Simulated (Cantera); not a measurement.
A closed system holds: 1 mol Si, 1.2 mol HCl, held at 0.548 Torr.

Cantera equilibrium calculation (NASA polynomials, part measured and part estimated; ideal gas, pure solids and liquids). Candidate condensed phases: Si; 19 gas species. The tables' values for SiCl₃ are old estimates; treat these amounts as uncertain. The numbers say what is thermodynamically allowed, not how fast it happens.

x: gas mole fraction; n: condensed amount in mol.

```json
[
 {"T (K)": "700", "x H₂": "0.658", "x SiCl₄": "0.319", "x HCl": "0.00204", "x SiHCl₃": "0.0210", "x SiCl₂": "4.51e-6", "x SiCl₃": "6.60e-5", "x SiH₂Cl₂": "9.12e-5", "n Si(s)": "0.696"},
 {"T (K)": "750", "x H₂": "0.657", "x SiCl₄": "0.318", "x HCl": "0.00462", "x SiHCl₃": "0.0204", "x SiCl₂": "2.82e-5", "x SiCl₃": "0.000220", "x SiH₂Cl₂": "9.65e-5", "n Si(s)": "0.696"},
 {"T (K)": "800", "x H₂": "0.654", "x SiCl₄": "0.316", "x HCl": "___", "x SiHCl₃": "0.0198", "x SiCl₂": "___", "x SiCl₃": "0.000629", "x SiH₂Cl₂": "0.000101", "n Si(s)": "0.697"},
 {"T (K)": "850", "x H₂": "0.648", "x SiCl₄": "0.313", "x HCl": "0.0175", "x SiHCl₃": "0.0192", "x SiCl₂": "0.000565", "x SiCl₃": "0.00158", "x SiH₂Cl₂": "0.000103", "n Si(s)": "0.699"},
 {"T (K)": "900", "x H₂": "0.639", "x SiCl₄": "0.307", "x HCl": "0.0303", "x SiHCl₃": "0.0184", "x SiCl₂": "0.00195", "x SiCl₃": "0.00354", "x SiH₂Cl₂": "0.000105", "n Si(s)": "0.701"},
 {"T (K)": "950", "x H₂": "0.625", "x SiCl₄": "0.296", "x HCl": "___", "x SiHCl₃": "0.0174", "x SiCl₂": "___", "x SiCl₃": "0.00718", "x SiH₂Cl₂": "0.000104", "n Si(s)": "0.703"},
 {"T (K)": "1000", "x H₂": "0.605", "x SiCl₄": "0.277", "x HCl": "0.0738", "x SiHCl₃": "0.0160", "x SiCl₂": "0.0153", "x SiCl₃": "0.0132", "x SiH₂Cl₂": "9.95e-5", "n Si(s)": "0.703"}
]
```

### Question
What belongs in the gaps?

### Answer

- 950, x HCl: 0.0488
- 950, x SiCl₂: 0.00583
- 800, x HCl: 0.00942
- 800, x SiCl₂: 0.000139
